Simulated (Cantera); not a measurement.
Charge: 1 mol S, 1.7 mol O₂, at 0.133 bar.

These are equilibrium values from Cantera (NASA tables, ideal gas, pure condensed phases), not measurements of a reactor. Candidate condensed phases: S; 10 gas species. Rates play no part.

Q: At 1825 °C, list the 5 most abundant gas species with their mole fractions, and the condensed phases.

A: SO₂ 0.586, O₂ 0.410, O 0.00240, SO 0.000868, SO₃ 0.000592. Condensed: gas only.
